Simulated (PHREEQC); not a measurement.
A solution holds 24 mmol/kgw NaF, at 25 °C. Closed to the air; pH follows from the charge balance.

The numbers come from PHREEQC with the ion-association model, phreeqc.dat.

Precipitation was switched off in this run.

Task: What pH, specific conductance does the model give?

Result: pH 7.73; specific conductance 2250 µS/cm.

Complexes and solids missing from the database can't appear.
